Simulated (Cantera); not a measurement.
Feed: 1 mol Pb, 3 mol N2, at 0.000220 bar.

Equilibrium computed with Cantera from the NASA thermochemical tables; the gas is ideal and each condensed phase is pure. Candidate condensed phases: Pb; 4 gas species. The numbers say what is thermodynamically allowed, not how fast it happens. All values below are at 998 K.

Base state: N2 0.930, Pb 0.0704 (mole fractions); condensed: Pb(l).

Q: What changes in the equilibrium state with this change: pressure from 0.000220 bar to 0.0100 bar?

A: 
```json
[
 {"species": "N2", "before": "0.930", "after": "0.998"},
 {"species": "Pb", "before": "0.0704", "after": "0.00155"},
 {"species": "Pb(l), mol", "before": "0.773", "after": "0.995"}
]
```
